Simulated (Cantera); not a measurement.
A perfectly stirred reactor is fed with CO : H2 : O2 : N2 = 1.6 : 0.031 : 0.344 : 1.29 (molar parts), equivalence ratio 2.4, at 0.197 atm; it is adiabatic with a 525 K inlet, and is followed from long to short residence time, starting on the burning branch (τ in s: 0.057, 0.024, 0.01, 0.0043, 0.0018, 0.00078, 0.00033, 0.00014, 5.9e-05, 2.5e-05, 1.1e-05, 4.5e-06).

Computed with Cantera and GRI-Mech 3.0 (53 species, 325 reactions).

**Question.** Predict: blow-out, bracketed by the residence times tried; x(CO) at τ = 57.0 ms; x(H2) at τ = 57.0 ms; x(O2) at τ = 57.0 ms; x(CO2) at τ = 57.0 ms; x(N2O) at τ = 57.0 ms; x(CO) at τ = 0.330 ms; x(H2) at τ = 0.330 ms; x(O2) at τ = 0.330 ms.

**Answer.** 
* **blow-out, bracketed by the residence times tried**: burning at 1.80 ms, out at 0.780 ms
* **x(CO) at τ = 57.0 ms**: 0.333
* **x(H2) at τ = 57.0 ms**: 0.00162
* **x(O2) at τ = 57.0 ms**: 0.00691
* **x(CO2) at τ = 57.0 ms**: 0.205
* **x(N2O) at τ = 57.0 ms**: 1.83e-8
* **x(CO) at τ = 0.330 ms**: 0.490
* **x(H2) at τ = 0.330 ms**: 0.00949
* **x(O2) at τ = 0.330 ms**: 0.105
